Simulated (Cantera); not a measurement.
Charge: 1 mol Si₃N₄, 12 mol HCl, 7.7 mol N₂, 5 mol NF₃, at 1550 K and 750 Torr.

Cantera equilibrium calculation (NASA polynomials, part measured and part estimated; ideal gas, pure solids and liquids). Candidate condensed phases: NH₄Cl, Si, Si₃N₄; 49 gas species. The numbers say what is thermodynamically allowed, not how fast it happens.

Base state: N₂ 0.422, HCl 0.311, HF 0.104, SiF₄ 0.104, Cl₂ 0.0434, Cl 0.0169 (mole fractions); condensed: gas only.

### Question
What changes in the equilibrium state with this change: temperature from 1550 K to 1973 K?

### Answer
| species | before | after |
|---|---|---|
| N₂ | 0.422 | 0.409 |
| HCl | 0.311 | 0.302 |
| HF | 0.104 | 0.101 |
| Cl | 0.0169 | 0.0752 |
| Cl₂ | 0.0434 | 0.0128 |
| SiF₄ | 0.104 | 0.100 |
| SiF₃ | 2.86e-7 | 0.000152 |
| H₂ | 2.15e-7 | 1.64e-5 |
| F | 2.74e-7 | 1.24e-5 |
The tables' values for SiF₃ are old estimates; treat these amounts as uncertain.

### Question
What changes in the equilibrium state with this change: HCl from 12 to 2.3 mol?

### Answer
```tsv
species	before	after
N₂	0.422	0.635
SiF₄	0.104	0.156
HF	0.104	0.120
HCl	0.311	1.49e-5
ClF	1.48e-6	0.0304
Cl₂	0.0434	0.0369
Cl	0.0169	0.0155
F	2.74e-7	0.00609
```
